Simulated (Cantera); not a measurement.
An isothermal plug-flow reactor at 925 K and 100000 Pa (inlet), inlet velocity 0.44 m/s, active area per volume 360 1/m; feed CO : O2 : N2 = 0.0066 : 0.17 : 0.79 (molar parts), equivalence ratio 0.019.

Cantera simulation using Deutschmann's 1995 Pt surface mechanism with GRI-Mech 3.0 gas chemistry; the numbers are that mechanism's predictions, not measurements. Catalytic surfaces can have several steady states; this one follows from the mechanism file's or the stated starting coverage. Mass transfer to the wall is taken as infinitely fast.

x: gas mole fraction; θ: surface coverage.

| z (m) | x CO | x O2 | x H2O | x CO2 | θ free Pt | θ O* |
|---|---|---|---|---|---|---|
| 0.0003 | (withheld) | 0.174 | <1e-12 | 0.00489 | 0.112 | 0.887 |
| 0.0005 | (withheld) | 0.173 | <1e-12 | 0.00584 | 0.108 | 0.892 |
| 0.00084 | (withheld) | 0.173 | <1e-12 | 0.00650 | 0.105 | 0.895 |
| 0.0014 | (withheld) | 0.173 | <1e-12 | 0.00679 | 0.104 | 0.896 |
| 0.0023 | (withheld) | 0.173 | <1e-12 | 0.00685 | 0.104 | 0.896 |
| 0.0039 | (withheld) | 0.173 | <1e-12 | 0.00685 | 0.104 | 0.896 |
| 0.0065 | 1.63e-11 | 0.173 | <1e-12 | 0.00685 | 0.104 | 0.896 |
| 0.011 | <1e-12 | 0.173 | <1e-12 | 0.00685 | 0.104 | 0.896 |
| 0.018 | <1e-12 | 0.173 | <1e-12 | 0.00685 | 0.104 | 0.896 |
| 0.03 | <1e-12 | 0.173 | <1e-12 | 0.00685 | 0.104 | 0.896 |

Q: Fill in the missing entries.

A: 
- 0.0003, x CO: 0.00195
- 0.0005, x CO: 0.00101
- 0.00084, x CO: 0.000350
- 0.0014, x CO: 6.48e-5
- 0.0023, x CO: 4.42e-6
- 0.0039, x CO: 3.77e-8
